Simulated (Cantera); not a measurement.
Cantera run:

```python
import numpy as np
import cantera as ct

gas_names = """
    H HNO HNO2 HNO3 HO2 H2 H2O H2O2 N NH NH2 NH3 NH2OH NO NO2 NO3 N2 N2H2 N2H4 N2O O OH O2 O3
""".split()
cond_names = """
    H2O(s) H2O(L)
""".split()


# ... load() reads the species with a 1 bar reference pressure and builds the phases ...
atoms = {
    'NH3': {'N': 1, 'H': 3},
    'O2': {'O': 2},
}
top_T = {}  # K; cautious upper limits of use, not melting points


# ... equilibrate(T, P, feed) seeds the gas with the atoms and calls Mixture.equilibrate('TP', solver="vcs", rtol=1e-11, max_steps=5000) ...
results = []
T = 1723  # K
P = 13332.2  # Pa
for m in [0.13, 0.18, 0.26, 0.37, 0.53, 0.76, 1.1]:
    feed = {'NH3': 1, 'O2': m}  # mol
    mix = equilibrate(T, P, feed)
    results.append((T, P, feed, dict(zip(mix.species_names, mix.species_moles))))
    x = sorted(zip(gas.X, gas.species_names), reverse=True)
    print(f"T = {T:g} K  P = {P:g} Pa  n(O2) = {m:g} mol  gas = {mix.phase_moles(0):.4g} mol")
    print("   x: " + "  ".join(f"{s} {v:.3e}" for v, s in x if v > 0.0001))
    print("   condensed (mol): " + ("  ".join(f"{mix.phase(i).name} {mix.phase_moles(i):.4g}"
          for i in range(1, mix.n_phases) if mix.phase_moles(i) > 1e-12) or "none"))
```

Result:

```
T = 1723 K  P = 13332.2 Pa  n(O2) = 0.13 mol  gas = 2 mol
   x: H2 6.197e-01  N2 2.499e-01  H2O 1.300e-01  H 3.932e-04
   condensed (mol): none
T = 1723 K  P = 13332.2 Pa  n(O2) = 0.18 mol  gas = 2 mol
   x: H2 5.697e-01  N2 2.500e-01  H2O 1.800e-01  H 3.770e-04
   condensed (mol): none
T = 1723 K  P = 13332.2 Pa  n(O2) = 0.26 mol  gas = 2 mol
   x: H2 4.897e-01  H2O 2.599e-01  N2 2.500e-01  H 3.495e-04
   condensed (mol): none
T = 1723 K  P = 13332.2 Pa  n(O2) = 0.37 mol  gas = 2 mol
   x: H2 3.798e-01  H2O 3.699e-01  N2 2.500e-01  H 3.078e-04
   condensed (mol): none
T = 1723 K  P = 13332.2 Pa  n(O2) = 0.53 mol  gas = 2 mol
   x: H2O 5.299e-01  N2 2.500e-01  H2 2.199e-01  H 2.342e-04
   condensed (mol): none
T = 1723 K  P = 13332.2 Pa  n(O2) = 0.76 mol  gas = 2.011 mol
   x: H2O 7.447e-01  N2 2.485e-01  O2 5.011e-03  OH 7.527e-04  H2 7.336e-04  NO 2.743e-04
   condensed (mol): none
T = 1723 K  P = 13332.2 Pa  n(O2) = 1.1 mol  gas = 2.351 mol
   x: H2O 6.371e-01  N2 2.120e-01  O2 1.478e-01  OH 1.622e-03  NO 1.376e-03  H2 1.156e-04
   condensed (mol): none
```

Equilibrium computed with Cantera from the NASA thermochemical tables; the gas is ideal and each condensed phase is pure.
